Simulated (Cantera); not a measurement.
An isothermal, constant-pressure homogeneous reactor starts with NO : N2 = 1 : 0.68 (molar parts), at 2175 K and 2670 Pa. Integrator tolerance rtol = 1e-08.

Cantera simulation using GRI-Mech 3.0 (53 species, 325 reactions); the numbers are that mechanism's predictions, not measurements. Radical loss at walls, strong at low pressure, is not modelled.

### Question
What does this change do: temperature 2175 to 1873 K?

### Answer
| quantity | before | after |
|---|---|---|
| x(NO) at 9.00 s | 0.0139 (gas-phase equilibrium 0.0131) | 0.481 (gas-phase equilibrium 0.00590) |
| x(O) at 9.00 s | 0.00758 (gas-phase equilibrium 0.00759) | 0.000392 (gas-phase equilibrium 0.000790) |
| x(O2) at 9.00 s | 0.286 (gas-phase equilibrium 0.286) | 0.0570 (gas-phase equilibrium 0.294) |
| x(N2) at 9.00 s | 0.693 (gas-phase equilibrium 0.693) | 0.462 (gas-phase equilibrium 0.699) |
| x(NO2) at 9.00 s | 3.48e-6 (gas-phase equilibrium 3.29e-6) | 8.56e-5 (gas-phase equilibrium 2.47e-6) |
